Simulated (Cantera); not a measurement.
Mixture: 7.19 % CH₄, 6.69 % H₂, 18.1 % O₂, 68.0 % N₂, equivalence ratio 0.98, at 2700 Torr, adiabatic and at constant volume. Ignition delay is the time to a rise of 400 K.

Cantera simulation using GRI-Mech 3.0 (53 species, 325 reactions); the numbers are that mechanism's predictions, not measurements.

Q: Predict: delay at 1173 K; delay at 1248 K; delay at 1323 K; delay at 1398 K; delay at 1473 K; apparent activation energy between 1323 and 1473 K.

A: 
* **delay at 1173 K**: 0.427 ms
* **delay at 1248 K**: 0.222 ms
* **delay at 1323 K**: 0.128 ms
* **delay at 1398 K**: 77.3 µs
* **delay at 1473 K**: 48.9 µs
* **apparent activation energy between 1323 and 1473 K**: 100 kJ/mol
